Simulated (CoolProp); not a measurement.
Saturated liquid density (kg/m³) of fluoroethane (R161): the reference equation beside estimates from Tc = 102.1 °C, pc = 5.010 MPa, ω = 0.216. Rackett uses Z = 0.29056 − 0.08775 ω.

Model: reference Helmholtz-energy equation of state, Wu 2012, in CoolProp.

```json
[
 {"T (°C)": "-55.55", "reference": "?", "Rackett": "786.0", "Soave-Redlich-Kwong": "727.3", "Peng-Robinson": "820.5"},
 {"T (°C)": "-51.65", "reference": "837.4", "Rackett": "780.3", "Soave-Redlich-Kwong": "722.2", "Peng-Robinson": "815.0"},
 {"T (°C)": "-47.85", "reference": "832.2", "Rackett": "774.7", "Soave-Redlich-Kwong": "717.1", "Peng-Robinson": "809.5"},
 {"T (°C)": "-43.95", "reference": "826.8", "Rackett": "768.9", "Soave-Redlich-Kwong": "711.7", "Peng-Robinson": "803.7"},
 {"T (°C)": "-40.05", "reference": "821.3", "Rackett": "?", "Soave-Redlich-Kwong": "706.2", "Peng-Robinson": "?"},
 {"T (°C)": "-36.25", "reference": "815.9", "Rackett": "757.2", "Soave-Redlich-Kwong": "700.8", "Peng-Robinson": "791.9"},
 {"T (°C)": "-32.35", "reference": "810.2", "Rackett": "751.2", "Soave-Redlich-Kwong": "695.0", "Peng-Robinson": "785.6"},
 {"T (°C)": "-28.55", "reference": "804.7", "Rackett": "745.3", "Soave-Redlich-Kwong": "689.3", "Peng-Robinson": "779.4"}
]
```

Task: Complete the blanks.

Result: 
- -55.55, reference: 842.7
- -40.05, Rackett: 763.0
- -40.05, Peng-Robinson: 797.8

Absolute difference from the reference over all 8 rows, mean and median: Rackett 7.1 and 7.1 %, Soave-Redlich-Kwong 14.0 and 14.0 %, Peng-Robinson 2.9 and 2.8 %.
